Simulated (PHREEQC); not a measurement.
Consider water at 20 °C with 74 mmol/kgw HF, 0.11 mmol/kgw CuSO4 and 22 mmol/kgw KCl. Closed to the air; pH follows from the charge balance.

Computed with PHREEQC (ion-association model, phreeqc.dat).

Each row changes one thing in this solution. Precipitation was switched off in this run.

```csv
case,pH,ionic strength (mol/kgw),HF (mol/kgw),F- (mol/kgw),HF2- (mol/kgw),SI of Sylvite (KCl)
as made,2.11,0.0312,0.0635,0.00717,0.00168,-4.34
temperature from 20 to 65 °C,2.28,0.0284,0.0665,0.00470,0.00138,-4.55
HF from 0.074 to 0.0666 mol/kgw,2.14,0.0306,0.0569,0.00685,0.00143,-4.34
HF from 0.074 to 0.111 mol/kgw,2.00,0.0338,0.0965,0.00848,0.00301,-4.34
0.0094 mol/kgw NaHCO3 added,2.37,0.0367,0.0572,0.0118,0.00248,-4.35
CuSO4 left out,2.11,0.0308,0.0635,0.00716,0.00167,-4.34
```

Complexes and solids missing from the database can't appear. At this temperature some constants are extrapolated from 25 °C, and those without enthalpy data are left unchanged.
